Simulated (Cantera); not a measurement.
Charge: 1 mol HBr, 0.15 mol H2, held at 4500 Torr.

Method: chemical equilibrium by Gibbs-energy minimisation in Cantera with the NASA 1993 tables (ideal gas, pure condensed phases). Candidate condensed phases: Br2; 5 gas species. Equilibrium is a limit: real reactors are often held back by kinetics, nucleation or transport. All values below are at 1700 K.

Base state: HBr 0.858, H2 0.134, Br 0.00726, Br2 0.000538, H 2.20e-5 (mole fractions); condensed: gas only.

Q: What changes in the equilibrium state with this change: pressure from 4500 Torr to 100 Torr?

A: 
| species | before | after |
|---|---|---|
| HBr | 0.858 | 0.806 |
| H2 | 0.134 | 0.150 |
| Br | 0.00726 | 0.0433 |
| H | 2.20e-5 | 0.000156 |
| Br2 | 0.000538 | 0.000426 |
